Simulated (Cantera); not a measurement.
Feed: 1 mol H2S, 0.6 mol H2O, 2.4 mol O2, equilibrated at 1302 °C and 13.3 mbar.

Equilibrium computed with Cantera from the NASA thermochemical tables; the gas is ideal and each condensed phase is pure. Candidate condensed phases: H2O, H2SO4, S; 19 gas species. The numbers say what is thermodynamically allowed, not how fast it happens.

Question: What is the equilibrium state?

Answer: 
| Item | Value |
|---|---|
| x(H2O) | 0.457 |
| x(SO2) | 0.285 |
| x(O2) | 0.257 |
| x(OH) | 0.000963 |
| x(SO3) | 0.000433 |
| x(O) | 4.70e-5 |
| x(H2) | 3.84e-5 |
| x(SO) | 5.42e-6 |
| x(H) | 2.23e-6 |
| gas amount | 3.500 mol |
| log10 activity of S(l) (absent) | -9.42 |
